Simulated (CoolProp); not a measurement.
Saturation properties of tetradecamethylhexasiloxane (MD4M).

Values from CoolProp's reference Helmholtz-energy equation of state, Thol 2019.

```tsv
T (°C)	p (MPa)	liquid density (kg/m³)	surface tension (mN/m)
24.65	6.913e-7	886.9	?
34.55	1.941e-6	877.3	17.5
44.35	4.965e-6	867.9	16.8
54.25	1.189e-5	858.3	16.1
64.05	2.642e-5	848.8	15.5
73.95	5.563e-5	839.2	?
83.75	0.0001101	829.6	14.2
93.65	0.0002085	819.9	13.6
103.45	0.0003751	810.3	13.0
113.35	0.0006512	800.5	12.4
123.15	0.001082	?	?
133.05	0.001747	780.7	11.2
142.85	0.002719	770.7	10.6
152.65	0.004112	760.6	10.0
```

Task: Some entries are withheld; supply them.

Result: 
- 24.65, surface tension (mN/m): 18.1
- 73.95, surface tension (mN/m): 14.9
- 123.15, liquid density (kg/m³): 790.7
- 123.15, surface tension (mN/m): 11.8

It boils at 259.7 °C under 1 atm.

Surface tension comes from a separate correlation (Mulero 2014), older than this fluid's equation and unchecked against measurements.
